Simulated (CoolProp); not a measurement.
Properties of R22 along the isotherm 336.5 K (Tc = 369.3 K, pc = 4.990 MPa, ω = 0.221).

Values from CoolProp's reference Helmholtz-energy equation of state, Kamei 1995.

| p (MPa) | phase | Joule-Thomson coefficient (K/MPa) | expansivity (1/kK) | viscosity (µPa s) |
|---|---|---|---|---|
| 3.12 | liquid | 0.7117 | 6.313 | 81.8 |
| 6.24 | liquid | 0.3843 | 4.656 | 90.8 |
| 9.36 | liquid | 0.2087 | 3.859 | 98.5 |
| 12.5 | liquid | 0.09449 | 3.367 | 106 |
| 15.6 | liquid | 0.01422 | 3.031 | 112 |
| 18.7 | liquid | -0.04659 | 2.780 | 118 |
| 21.8 | liquid | -0.09457 | 2.583 | 124 |
| 25 | liquid | -0.1347 | 2.419 | 130 |
| 28.1 | liquid | -0.1670 | 2.286 | 136 |
| 31.2 | liquid | -0.1943 | 2.174 | 141 |
| 34.3 | liquid | -0.2178 | 2.077 | 147 |
| 37.4 | liquid | -0.2382 | 1.991 | 152 |
| 40.5 | liquid | -0.2562 | 1.916 | 158 |
| 43.7 | liquid | -0.2726 | 1.846 | 163 |
| 46.8 | liquid | -0.2867 | 1.785 | 169 |
| 49.9 | liquid | -0.2995 | 1.730 | 174 |

Viscosity comes from a separate model (Bell 2016), an estimate that may be off by 10 % or more.
